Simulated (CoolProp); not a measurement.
Properties of carbon monoxide along the isobar 101 kPa (Tc = 132.9 K, pc = 3498 kPa, ω = 0.050).

Values from CoolProp's reference Helmholtz-energy equation of state, Lemmon 2006. It is a short technical equation, of lower accuracy than the large ones.

```tsv
T (K)	phase	density (kg/m³)	Joule-Thomson coefficient (K/MPa)	isothermal compressibility (1/MPa)	fugacity coefficient
129	gas	2.666	11.16	10.01	0.9895
145.5	gas	2.356	9.075	9.975	0.9927
162.1	gas	2.110	7.564	9.954	0.9947
178.6	gas	1.913	6.430	9.940	0.9961
195.2	gas	1.748	5.535	9.929	0.9971
211.7	gas	1.611	4.818	9.922	0.9979
228.3	gas	1.493	4.223	9.917	0.9984
244.8	gas	1.392	3.726	9.913	0.9988
261.4	gas	1.303	3.301	9.909	0.9992
277.9	gas	1.225	2.936	9.907	0.9994
294.5	gas	1.156	2.616	9.905	0.9996
311	gas	1.094	2.336	9.903	0.9998
327.6	gas	1.039	2.086	9.902	0.9999
344.1	gas	0.9888	1.865	9.901	1.0000
360.7	gas	0.9432	1.665	9.900	1.000
```
